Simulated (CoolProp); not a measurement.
Isopentane at several states: Z from the reference equation and from simpler models built on Tc = 187.2 °C, pc = 3378 kPa, ω = 0.227; each cubic takes its own stable root.

The numbers come from the reference Helmholtz-energy equation of state, Lemmon 2006 in CoolProp. It is a short technical equation, of lower accuracy than the large ones.

```tsv
T (°C)	p (kPa)	phase	reference
-117.05	19.3	liquid	0.001436
-123.15	350	liquid	0.02689
92.35	919	liquid	0.04046
-151.35	28.5	liquid	0.002604
-72.75	31.6	liquid	0.001936
-143.25	8010	liquid	0.6904
```

**Question.** How far does each simpler model (van der Waals, Redlich-Kwong, Soave-Redlich-Kwong, Peng-Robinson) lie from the reference over these 6 states: mean and median of the absolute difference, and the worst?

**Answer.** 
- van der Waals: mean 8804.8 %, median 66.6 %, worst +50597.3 % at -72.75 °C and 31.6 kPa
- Redlich-Kwong: mean 11.9 %, median 11.7 %, worst +15.0 % at 92.35 °C and 919 kPa
- Soave-Redlich-Kwong: mean 10.7 %, median 10.5 %, worst +12.4 % at -151.35 °C and 28.5 kPa
- Peng-Robinson: mean 1.6 %, median 1.3 %, worst -3.3 % at -72.75 °C and 31.6 kPa

At some of these states van der Waals gives the other phase, because its saturation line lies elsewhere.
